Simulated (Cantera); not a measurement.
Input: 1 mol MgF2, 0.13 mol HF, 280 mol H2, held at 7.50 Torr.

Method: chemical equilibrium by Gibbs-energy minimisation in Cantera with the NASA 1993 tables (ideal gas, pure condensed phases). Candidate condensed phases: Mg, MgF2; 17 gas species. Rates play no part.

Q: At 1525 K, list the 5 most abundant gas species with their mole fractions, and the condensed phases.

A: H2 0.990, HF 0.00627, Mg 0.00283, MgF2 0.000567, H 0.000235. Condensed: gas only.
